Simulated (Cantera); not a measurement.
A perfectly stirred reactor is fed with CH4 : N2 = 1 : 28 (molar parts), at 2670 Pa; it is held at 1548 K, and followed from long to short residence time.

Cantera simulation using GRI-Mech 3.0 (53 species, 325 reactions); the numbers are that mechanism's predictions, not measurements. GRI-Mech 3.0 stops at C3 and has no aromatics, soot or wall deposition, so with more carbon than oxygen in the feed, carbon stays in small species such as C2H2 where larger ones or solid carbon would form. Radical loss at walls, strong at low pressure, is not modelled.

```json
[
 {"quantity": "x(CH4) at τ = 0.820 s", "before": "0.0254", "after": "0.0286"},
 {"quantity": "x(C2H6) at τ = 0.820 s", "before": "1.30e-5", "after": "8.71e-6"},
 {"quantity": "x(C2H4) at τ = 0.820 s", "before": "0.000593", "after": "0.000673"},
 {"quantity": "x(C2H) at τ = 0.820 s", "before": "4.64e-9", "after": "2.84e-9"},
 {"quantity": "x(CH2) at τ = 0.820 s", "before": "7.66e-8", "after": "8.54e-8"},
 {"quantity": "x(CH4) at τ = 19.0 ms", "before": "0.0344", "after": "0.0345"},
 {"quantity": "x(C2H6) at τ = 19.0 ms", "before": "1.77e-7", "after": "2.04e-8"},
 {"quantity": "x(C2H4) at τ = 19.0 ms", "before": "1.43e-6", "after": "1.91e-7"},
 {"quantity": "x(C2H) at τ = 19.0 ms", "before": "<1e-12", "after": "<1e-12"},
 {"quantity": "x(CH2) at τ = 19.0 ms", "before": "1.08e-9", "after": "2.99e-10"}
]
```

Task: Name the change that produced these shifts.
A. pressure from 2670 Pa to 1330 Pa
B. pressure from 2670 Pa to 280 Pa
C. temperature 1548 to 1075 K
D. temperature 1548 to 2000 K

Result: A, pressure from 2670 Pa to 1330 Pa
